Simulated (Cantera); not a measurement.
Cantera run, input and output.

```python
import numpy as np
import cantera as ct

gas = ct.Solution("gri30.yaml")
gas.TPX = 1398, 1333, {'H2': 0.22, 'O2': 1, 'H2O': 0.0032}
inlet = ct.Reservoir(gas, clone=True)

reactor = ct.IdealGasConstPressureReactor(gas, energy="off", clone=False)
exhaust = ct.Reservoir(gas, clone=True)
tau = [7.4, 2.3, 0.69, 0.21, 0.065, 0.02, 0.0062, 0.0019][0]
for a, b in ((inlet, reactor), (reactor, exhaust)):
    ct.MassFlowController(a, b, mdot=lambda t: reactor.mass / tau)
net = ct.ReactorNet([reactor])
show = ['H2', 'O2', 'OH', 'H', 'HO2', 'H2O2']

rows = []
print(f"{'tau/s':>10s}{'T/K':>9s}" + "".join(f"{s:>11s}" for s in show))
for tau in [7.4, 2.3, 0.69, 0.21, 0.065, 0.02, 0.0062, 0.0019]:
    net.initial_time = 0.0
    net.advance(30 * tau)
    before = gas.X
    net.advance(40 * tau)
    drift = np.max(np.abs(gas.X - before) / (gas.X + 1e-9))
    rows.append([gas.T, *gas[show].X, drift])
    print(f"{tau:10.3e}{gas.T:9.1f}" + "".join(f"{x:11.3e}" for x in gas[show].X))
```

It prints:

```
     tau/s      T/K         H2         O2         OH          H        HO2       H2O2
 7.400e+00   1398.0  1.906e-04  7.971e-01  2.458e-03  1.055e-04  1.089e-06  5.436e-08
 2.300e+00   1398.0  4.114e-04  7.950e-01  3.622e-03  3.401e-04  1.860e-06  8.033e-08
 6.900e-01   1398.0  8.949e-04  7.907e-01  5.356e-03  1.115e-03  2.934e-06  1.151e-07
 2.100e-01   1398.0  1.872e-03  7.820e-01  7.743e-03  3.465e-03  4.089e-06  1.546e-07
 6.500e-02   1398.0  3.637e-03  7.660e-01  1.071e-02  9.691e-03  4.988e-06  1.890e-07
 2.000e-02   1398.0  6.241e-03  7.417e-01  1.370e-02  2.225e-02  5.358e-06  2.051e-07
 6.200e-03   1398.0  9.207e-03  7.193e-01  1.582e-02  3.670e-02  5.303e-06  2.062e-07
 1.900e-03   1398.0  1.373e-02  7.101e-01  1.741e-02  4.580e-02  5.178e-06  2.144e-07
```

Cantera simulation using GRI-Mech 3.0 (53 species, 325 reactions); the numbers are that mechanism's predictions, not measurements. Radical loss at walls, strong at low pressure, is not modelled. The temperature is held fixed by assumption; the heat of reaction is taken as removed at once.
